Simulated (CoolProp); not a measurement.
Properties of ethylene along the isobar 3.92 bar.

Computed with CoolProp (reference Helmholtz-energy equation of state, Smukala 2000).

```
T (°C)  phase  density (kg/m³)  cp (kJ/(kg K))  isothermal compressibility (1/MPa)  expansivity (1/kK)
------  -----  ---------------  --------------  ----------------------------------  ------------------
-23.25    gas            5.508           1.450                               2.659               4.516
-16.95    gas            5.357           1.462                               2.650               4.365
-10.65    gas            5.214           1.475                               2.642               4.225
-4.35     gas            5.079           1.489                               2.635               4.096
1.95      gas            4.951           1.504                               2.629               3.976
8.25      gas            4.830           1.520                               2.623               3.864
14.55     gas            4.716           1.537                               2.618               3.759
20.75     gas            4.609           1.555                               2.613               3.662
27.05     gas            4.505           1.573                               2.609               3.569
```
